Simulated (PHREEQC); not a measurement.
Solution (25 °C): 0.095 mol HF, 0.0065 mol (CH3)4NF, 0.0093 mol H2SiF6 and 0.0014 mol HCl per kg of water. Closed to the air; pH follows from the charge balance.

All values are PHREEQC results (ion-association model, phreeqc.dat), not measurements.

Problem. The ionic strength comes out as 0.0354 mol/kgw. What activity coefficients do F-, SiF6-2, Cl-, H+, HF2- get?

Solution. F- 0.83, SiF6-2 0.51, Cl- 0.84, H+ 0.87, HF2- 0.84.

No solid was allowed to form. (CH3)4N+ isn't in the database: it is added as a free cation with an ion size of 4 Å. SiF6-2 is the database's only silicon fluoride.
